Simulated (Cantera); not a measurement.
A closed system holds: 1 mol Si, 0.14 mol CO, 210 mol H₂, at 15.0 bar.

Method: chemical equilibrium by Gibbs-energy minimisation in Cantera with the NASA 1993 tables (ideal gas, pure condensed phases). Candidate condensed phases: C, C₆H₆, C₇H₈, C₈H₁₈, H₂O, Si, SiC, SiO₂; 123 gas species. Mutual solubility and eutectic melting of coexisting phases are not modelled. The tables hold silica as quartz up to 1696 K and as liquid above; real silica turns to tridymite and cristobalite and melts near 1996 K. Gases not in the tables: Si₂H₆ and higher silanes. The numbers say what is thermodynamically allowed, not how fast it happens.

**Question.** Which condensed phases are stable at each of these points (T (K)): 1373, 1448, 1523, 1598, 1673, 1748, 1823, 1898, 1973?

**Answer.** 
```csv
T (K),condensed phases,Si condensed (%)
1373,Si(s) + SiC(s) + SiO₂(β-quartz),99.7
1448,Si(s) + SiC(s) + SiO₂(β-quartz),99.4
1523,Si(s) + SiC(s) + SiO₂(β-quartz),98.5
1598,Si(s) + SiC(s) + SiO₂(β-quartz),95.7
1673,Si(s) + SiC(s) + SiO₂(β-quartz),87.3
1748,Si(l) + SiC(s),86.4
1823,Si(l) + SiC(s),86.6
1898,Si(l) + SiC(s),86.7
1973,Si(l) + SiC(s),86.8
```

From 1373 K to 1673 K the condensed part is Si(s) + SiC(s) + SiO₂(β-quartz). From 1748 K to 1973 K the condensed part is Si(l) + SiC(s).
